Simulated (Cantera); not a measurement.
A Cantera script and what it prints.

```python
import numpy as np
import cantera as ct

gas_names = """
    C CN CO CO2 C2 CCN CNC C2N2 C2O C3 C3O2 C4 C4N2 C5 Cu CuO Cu2 N NCO NO NO2 NO3 N2 N2O O O2 O3
""".split()
cond_names = """
    C(gr) Cu(cr) Cu(L) CuO(s) Cu2O(s) Cu2O(L)
""".split()


# ... load() reads the species with a 1 bar reference pressure and builds the phases ...
atoms = {
    'Cu2O': {'Cu': 2, 'O': 1},
    'CO': {'C': 1, 'O': 1},
    'N2': {'N': 2},
}
top_T = {'C(gr)': 4500, 'CuO(s)': 1390}  # K; cautious upper limits of use, not melting points


# ... equilibrate(T, P, feed) seeds the gas with the atoms and calls Mixture.equilibrate('TP', solver="vcs", rtol=1e-11, max_steps=5000) ...
results = []
feed = {'Cu2O': 1, 'CO': 2.1, 'N2': 3.3}  # mol
P = 30000  # Pa
for T in [1350, 1400, 1450, 1500, 1550, 1600, 1650, 1700]:
    mix = equilibrate(T, P, feed)
    results.append((T, P, feed, dict(zip(mix.species_names, mix.species_moles))))
    x = sorted(zip(gas.X, gas.species_names), reverse=True)
    print(f"T = {T:g} K  P = {P:g} Pa  gas = {mix.phase_moles(0):.4g} mol")
    print("   x: " + "  ".join(f"{s} {v:.3e}" for v, s in x if v > 1e-06))
    print("   condensed (mol): " + ("  ".join(f"{mix.phase(i).name} {mix.phase_moles(i):.4g}"
          for i in range(1, mix.n_phases) if mix.phase_moles(i) > 1e-12) or "none"))
```

Output:

```
T = 1350 K  P = 30000 Pa  gas = 5.4 mol
   x: N2 6.111e-01  CO 2.037e-01  CO2 1.852e-01  Cu 1.631e-06
   condensed (mol): Cu(cr) 2
T = 1400 K  P = 30000 Pa  gas = 5.4 mol
   x: N2 6.111e-01  CO 2.037e-01  CO2 1.852e-01  Cu 4.496e-06
   condensed (mol): Cu(L) 2
T = 1450 K  P = 30000 Pa  gas = 5.4 mol
   x: N2 6.111e-01  CO 2.037e-01  CO2 1.852e-01  Cu 1.146e-05
   condensed (mol): Cu(L) 2
T = 1500 K  P = 30000 Pa  gas = 5.4 mol
   x: N2 6.111e-01  CO 2.037e-01  CO2 1.852e-01  Cu 2.741e-05
   condensed (mol): Cu(L) 2
T = 1550 K  P = 30000 Pa  gas = 5.4 mol
   x: N2 6.111e-01  CO 2.037e-01  CO2 1.852e-01  Cu 6.187e-05
   condensed (mol): Cu(L) 2
T = 1600 K  P = 30000 Pa  gas = 5.401 mol
   x: N2 6.110e-01  CO 2.037e-01  CO2 1.852e-01  Cu 1.325e-04
   condensed (mol): Cu(L) 1.999
T = 1650 K  P = 30000 Pa  gas = 5.401 mol
   x: N2 6.109e-01  CO 2.036e-01  CO2 1.851e-01  Cu 2.707e-04
   condensed (mol): Cu(L) 1.999
T = 1700 K  P = 30000 Pa  gas = 5.403 mol
   x: N2 6.108e-01  CO 2.036e-01  CO2 1.851e-01  Cu 5.294e-04
   condensed (mol): Cu(L) 1.997
```

Method: chemical equilibrium by Gibbs-energy minimisation in Cantera with the NASA 1993 tables (ideal gas, pure condensed phases).
